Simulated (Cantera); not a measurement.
An isothermal, constant-pressure homogeneous reactor starts with 9.50 % H2, 50.0 % O2, 40.5 % N2, equivalence ratio 0.095, at 1148 K and 2670 Pa.

Detailed kinetics in Cantera: GRI-Mech 3.0 (53 species, 325 reactions). Radical loss at walls, strong at low pressure, is not modelled. The temperature is held fixed by assumption; the heat of reaction is taken as removed at once.

x: mole fraction; the columns are a selection and need not sum to one.

| t (s) | x H2 | x O2 | x H | x OH | x HO2 | x O |
|---|---|---|---|---|---|---|
| 0.000700 | 0.0950 | 0.500 | 8.92e-6 | 3.76e-6 | ___ | 6.73e-6 |
| 0.00129 | 0.0707 | 0.486 | 0.0101 | 0.00340 | ___ | 0.00704 |
| 0.00238 | 0.00400 | 0.448 | 0.0270 | 0.00431 | 7.90e-6 | 0.0325 |
| 0.00439 | 0.00284 | 0.454 | 0.0171 | 0.00367 | 7.97e-6 | 0.0247 |
| 0.00810 | 0.00176 | 0.463 | 0.00774 | 0.00288 | 7.71e-6 | 0.0146 |
| 0.0149 | 0.000778 | 0.470 | 0.00216 | 0.00189 | ___ | 0.00627 |
| 0.0276 | 0.000253 | 0.473 | 0.000388 | 0.00106 | ___ | 0.00202 |
| 0.0508 | 7.09e-5 | 0.474 | 5.74e-5 | 0.000562 | ___ | 0.000567 |
| 0.0937 | 2.01e-5 | 0.475 | 8.86e-6 | 0.000302 | ___ | 0.000163 |
| 0.173 | 6.27e-6 | 0.475 | 1.61e-6 | 0.000171 | ___ | 5.22e-5 |
| 0.319 | 2.21e-6 | 0.475 | 3.48e-7 | 0.000103 | ___ | 1.88e-5 |
| 0.588 | 8.64e-7 | 0.475 | 8.82e-8 | 6.52e-5 | ___ | 7.54e-6 |
| 1.08 | 3.69e-7 | 0.475 | 2.52e-8 | 4.29e-5 | ___ | 3.28e-6 |
| 2.00 | 1.68e-7 | 0.475 | 7.90e-9 | 2.92e-5 | ___ | 1.51e-6 |

**Question.** What belongs in the gaps?

**Answer.** 
- 0.000700, x HO2: 1.29e-7
- 0.00129, x HO2: 5.69e-6
- 0.0149, x HO2: 6.58e-6
- 0.0276, x HO2: 4.50e-6
- 0.0508, x HO2: 2.36e-6
- 0.0937, x HO2: 1.01e-6
- 0.173, x HO2: 4.07e-7
- 0.319, x HO2: 1.67e-7
- 0.588, x HO2: 7.26e-8
- 1.08, x HO2: 3.34e-8
- 2.00, x HO2: 1.65e-8
